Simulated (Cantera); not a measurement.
What does this Cantera script print?

```python
import numpy as np
import cantera as ct

gas_names = """
    H H2 N NH NH2 NH3 N2 N2H2 N2H4 Si SiH SiH2 SiH3 SiH4 SiN Si2 Si2N Si3
""".split()
cond_names = """
    Si(cr) Si(L) Si3N4(a)
""".split()


def load(file, names, dense=False):
    # The tables refer to 1 bar. Condensed volumes are neglected.
    table = {s.name: s for s in ct.Species.list_from_file(file)}
    out = []
    for n in names:
        d = dict(table[n].input_data)
        d["thermo"] = dict(d["thermo"], **{"reference-pressure": 1e5})
        if dense:
            d["equation-of-state"] = {"model": "constant-volume", "density": "1e6 g/cm^3"}
        out.append(ct.Species.from_dict(d))
    return out


gas = ct.Solution(thermo="ideal-gas", species=load("nasa_gas.yaml", gas_names))
cond = {s.name: ct.Solution(thermo="fixed-stoichiometry", species=[s], name=s.name)
        for s in load("nasa_condensed.yaml", cond_names, dense=True)}
atoms = {
    'trisilylamine': {'Si': 3, 'N': 1, 'H': 9},
    'NH3': {'N': 1, 'H': 3},
    'N2': {'N': 2},
}
top_T = {'Si3N4(a)': 2400}  # K; cautious upper limits of use, not melting points


def equilibrate(T, P, feed):
    n = {}
    for name, mol in feed.items():
        for a, k in atoms[name].items():
            n[a] = n.get(a, 0.0) + k * mol
    gas.TPX = T, P, n
    mass = sum(n.values()) * gas.mean_molecular_weight
    gas.equilibrate("TP")
    valid = [c for c in cond.values() if c.min_temp <= T <= top_T.get(c.name, c.max_temp)]
    mix = ct.Mixture([(gas, mass / gas.mean_molecular_weight)] + [(c, 0.0) for c in valid])
    mix.T, mix.P = T, P
    mix.equilibrate("TP", solver="vcs", rtol=1e-11, max_steps=5000)
    return mix


results = []
feed = {'trisilylamine': 1, 'NH3': 4, 'N2': 1.7}  # mol
P = 460  # Pa
for T in [775, 875, 975, 1075, 1175, 1275, 1375, 1475, 1575, 1675]:
    mix = equilibrate(T, P, feed)
    results.append((T, P, feed, dict(zip(mix.species_names, mix.species_moles))))

top = {s: max(r[3][s] / sum(r[3][g] for g in gas_names) for r in results) for s in gas_names}
cols = sorted((s for s in top if top[s] > 1e-06), key=lambda s: -top[s])[:9]
seen = [c for c in cond_names if any(r[3].get(c, 0) > 1e-12 for r in results)]
print("log10 of partial pressures in bar; condensed amounts in mol")
print(f"{'T/K':>10s}" + "".join(f"{s[:9]:>10s}" for s in cols + seen))
for T, P, feed, n in results:
    ng = sum(n[g] for g in gas_names)
    print(f"{T:10.4g}" + "".join(f"{np.log10(max(n[s] / ng * P / 1e5, 1e-99)):10.3f}" for s in cols)
          + "".join(f"{n.get(c, 0):10.4g}" for c in seen))
```

It prints:

```
log10 of partial pressures in bar; condensed amounts in mol
       T/K        H2        N2         H        Si       SiH      SiH2       NH3      Si2N       SiN    Si(cr)  Si3N4(a)
       775    -2.420    -3.099   -13.214   -31.455   -29.670   -25.016    -7.591   -39.818   -30.306         0         1
       875    -2.420    -3.099   -11.510   -26.079   -24.878   -21.234    -8.006   -32.941   -25.540         0         1
       975    -2.420    -3.099   -10.152   -21.810   -21.075   -18.230    -8.340   -27.483   -21.757         0         1
      1075    -2.420    -3.099    -9.043   -18.340   -17.986   -15.787    -8.616   -23.049   -18.683         0         1
      1175    -2.420    -3.099    -8.121   -15.465   -15.428   -13.762    -8.846   -19.379   -16.138         0         1
      1275    -2.420    -3.099    -7.342   -13.046   -13.276   -12.057    -9.041   -16.292   -13.996         0         1
      1375    -2.420    -3.099    -6.675   -10.982   -11.442   -10.603    -9.209   -13.661   -12.170         0         1
      1475    -2.420    -3.099    -6.097    -9.202    -9.860    -9.349    -9.354   -11.394   -10.596         0         1
      1575    -2.420    -3.099    -5.591    -7.651    -8.483    -8.256    -9.481    -9.421    -9.224         0         1
      1675    -2.448    -2.988    -5.159    -6.363    -7.361    -7.397    -9.579    -7.782    -8.038     1.231    0.5891
```

These are equilibrium values from Cantera (NASA tables, ideal gas, pure condensed phases), not measurements of a reactor. The feed counts by its element totals alone. Mutual solubility and eutectic melting of coexisting phases are not modelled.
